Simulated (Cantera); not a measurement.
A freely propagating, adiabatic, planar premixed flame of 22.6 % H₂, 14.9 % O₂, 62.5 % N₂, equivalence ratio 0.76, unburnt at 400 K and 4.93 atm; mixture-averaged transport, grid criteria slope 0.08 and curve 0.16, no radiation.

Cantera simulation using the H2/O2 subset of GRI-Mech 3.0, which has no nitrogen chemistry; the numbers are that mechanism's predictions, not measurements. The hydrogen kinetics of GRI-Mech 3.0 are dated; newer H2 mechanisms differ, most at raised pressure. Burning velocities carry a grid error of a few per cent, more on coarse grids.

x: mole fraction of selected species; z is measured from the peak of heat release.

```
z (mm)        T (K)  u (m/s)        x H₂        x O₂         x O       x HO₂      x H₂O₂       x H₂O
-------  ----------  -------  ----------  ----------  ----------  ----------  ----------  ----------
-0.196          400     1.21       0.225       0.149       <1e-8     3.45e-8     1.73e-8     5.77e-6
-0.131          402     1.21       0.221       0.150       <1e-8     6.08e-7     3.07e-7     8.29e-5
-0.0981         405     1.21       0.214       0.151       <1e-8     2.25e-6     1.13e-6    0.000282
-0.0654         424     1.24       0.196       0.154     7.47e-8     1.95e-5     9.19e-6     0.00195
-0.0327         611     1.70       0.143       0.154     7.17e-6    0.000487    0.000120      0.0258
-0.0164         952     2.59      0.0992       0.135    0.000200    0.000722    0.000153      0.0743
0        (withheld)     3.61  (withheld)  (withheld)  (withheld)  (withheld)  (withheld)  (withheld)
0.0164   (withheld)     4.30  (withheld)  (withheld)  (withheld)  (withheld)  (withheld)  (withheld)
0.0327         1742     4.69      0.0146      0.0590     0.00351    0.000115     3.31e-6       0.210
0.0654         1882     5.05     0.00686      0.0502     0.00267     5.69e-5     1.93e-6       0.227
0.131          1975     5.29     0.00309      0.0475     0.00123     2.37e-5     1.09e-6       0.236
0.262          2018     5.39     0.00110      0.0468    0.000434     8.54e-6     5.79e-7       0.241
0.523          2034     5.43    0.000382      0.0469    0.000160     3.67e-6     3.30e-7       0.243
```

Problem. Some entries are withheld; supply them.

Solution. 
- 0, T (K): 1336
- 0, x H₂: 0.0567
- 0, x O₂: 0.103
- 0, x O: 0.00146
- 0, x HO₂: 0.000372
- 0, x H₂O₂: 3.52e-5
- 0, x H₂O: 0.138
- 0.0164, T (K): 1595
- 0.0164, x H₂: 0.0277
- 0.0164, x O₂: 0.0739
- 0.0164, x O: 0.00305
- 0.0164, x HO₂: 0.000194
- 0.0164, x H₂O₂: 5.53e-6
- 0.0164, x H₂O: 0.187
